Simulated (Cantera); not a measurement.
Mixture: CH4 : O2 : N2 = 1 : 2.13 : 8 (molar parts), at 1430 Torr, adiabatic and at constant pressure. Ignition delay is the time to a rise of 400 K.

Computed with Cantera and GRI-Mech 3.0 (53 species, 325 reactions).

Question: Predict: delay at 1000 K; delay at 1075 K; delay at 1150 K; delay at 1225 K; delay at 1300 K; delay at 1375 K; delay at 1450 K; apparent activation energy between 1300 and 1450 K.

Answer: 
```
Quantity                                                 Value
--------------------------------------------------  ----------
delay at 1000 K                                        0.533 s
delay at 1075 K                                        0.157 s
delay at 1150 K                                        50.9 ms
delay at 1225 K                                        17.8 ms
delay at 1300 K                                        6.73 ms
delay at 1375 K                                        2.72 ms
delay at 1450 K                                        1.18 ms
apparent activation energy between 1300 and 1450 K  180 kJ/mol
```
